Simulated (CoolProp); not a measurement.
Properties of octamethyltrisiloxane (MDM) at several states (Tc = 565.4 K, pc = 1.438 MPa, ω = 0.528).

Values from CoolProp's reference Helmholtz-energy equation of state, Thol 2017.

| T (K) | p (MPa) | phase | density (kg/m³) | cv (kJ/(kg K)) | Joule-Thomson coefficient (K/MPa) | isothermal compressibility (1/MPa) | expansivity (1/kK) |
|---|---|---|---|---|---|---|---|
| 511.6 | 0.351 | gas | 22.59 | 1.945 | 15.70 | 3.370 | 3.355 |
| 470.5 | 0.0598 | gas | 3.722 | 1.830 | 16.47 | 17.23 | 2.369 |
| 209.9 | 0.0114 | liquid | 901.9 | 1.338 | -0.5216 | 0.0008952 | 1.083 |
| 277.7 | 0.0235 | liquid | 835.6 | 1.428 | -0.4621 | 0.001495 | 1.183 |
| 413.9 | 1.63 | liquid | 695.7 | 1.759 | -0.2161 | 0.005300 | 1.664 |
| 529.4 | 0.0764 | gas | 4.203 | 1.965 | 11.03 | 13.41 | 2.065 |
